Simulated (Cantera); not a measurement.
Input: 1 mol CCl₄, 0.25 mol H₂, at 11.0 Pa.

Equilibrium computed with Cantera from the NASA thermochemical tables; the gas is ideal and each condensed phase is pure. Candidate condensed phases: C, C₆H₆, C₇H₈, C₈H₁₈; 91 gas species. The numbers say what is thermodynamically allowed, not how fast it happens. All values below are at 2675 K.

Base state: Cl 0.820, H 0.0973, C₃ 0.0572, C 0.0143, C₂ 0.00545, HCl 0.00472, H₂ 0.000391, C₅ 0.000347 (mole fractions); condensed: C(graphite).

Q: What changes in the equilibrium state with this change: pressure from 11.0 Pa to 13.3 mbar?

A: 
| species | before | after |
|---|---|---|
| Cl | 0.820 | 0.878 |
| HCl | 0.00472 | 0.103 |
| H | 0.0973 | 0.0164 |
| C₃ | 0.0572 | 0.000472 |
| C | 0.0143 | 0.000118 |
| Cl₂ | 2.82e-6 | 0.000391 |
| C₅ | 0.000347 | 2.87e-6 |
| C₄ | 6.88e-5 | 5.67e-7 |
| C(graphite), mol | 0.0328 | 0.992 |
The tables' values for CCl are old estimates; treat these amounts as uncertain.

Q: What changes in the equilibrium state with this change: H₂ from 0.25 to 0.11 mol?

A: 
```csv
species,before,after
Cl,0.820,0.874
C₃,0.0572,0.0572
H,0.0973,0.0456
HCl,0.00472,0.00236
C,0.0143,0.0143
H₂,0.000391,8.57e-5
C₂H,0.000213,9.96e-5
CCl,9.75e-6,1.04e-5
C₅,0.000347,0.000347
"C(graphite), mol",0.0328,0.0915
```
The tables' values for CCl are old estimates; treat these amounts as uncertain.

Q: What changes in the equilibrium state with this change: pressure from 11.0 Pa to 67.0 Pa?

A: 
| species | before | after |
|---|---|---|
| Cl | 0.820 | 0.876 |
| H | 0.0973 | 0.0829 |
| HCl | 0.00472 | 0.0262 |
| C₃ | 0.0572 | 0.00940 |
| C | 0.0143 | 0.00235 |
| Cl₂ | 2.82e-6 | 1.96e-5 |
| C₅ | 0.000347 | 5.70e-5 |
| C₂ | 0.00545 | 0.000895 |
| C₄ | 6.88e-5 | 1.13e-5 |
| C(graphite), mol | 0.0328 | 0.853 |
The tables' values for CCl are old estimates; treat these amounts as uncertain.
